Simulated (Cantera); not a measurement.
An adiabatic, constant-pressure homogeneous reactor starts with CH4 : CO : O2 : N2 = 1 : 0.63 : 1.93 : 7.25 (molar parts), equivalence ratio 1.2, at 973 K and 29.6 atm.

Detailed kinetics in Cantera: GRI-Mech 3.0 (53 species, 325 reactions). The pressure lies above the range GRI-Mech 3.0 was tuned for (to about 10 atm). Below about 1000 K GRI-Mech 3.0 lacks low-temperature oxidation paths.

Predict: time of steepest temperature rise; temperature at 0.200 s; equilibrium temperature; x(CO) at 0.200 s; x(O2) at 0.200 s; x(HCO) at 0.200 s; x(H2O2) at 0.200 s; x(NO) at 0.200 s.


```
Quantity                                                               Value
---------------------------------  -----------------------------------------
time of steepest temperature rise                                    0.150 s
temperature at 0.200 s                                                2681 K
equilibrium temperature                                               2681 K
x(CO) at 0.200 s                       0.0586 (gas-phase equilibrium 0.0586)
x(O2) at 0.200 s                   0.000652 (gas-phase equilibrium 0.000652)
x(HCO) at 0.200 s                    2.38e-7 (gas-phase equilibrium 2.38e-7)
x(H2O2) at 0.200 s                   2.34e-7 (gas-phase equilibrium 2.34e-7)
x(NO) at 0.200 s                     0.00158 (gas-phase equilibrium 0.00158)
```
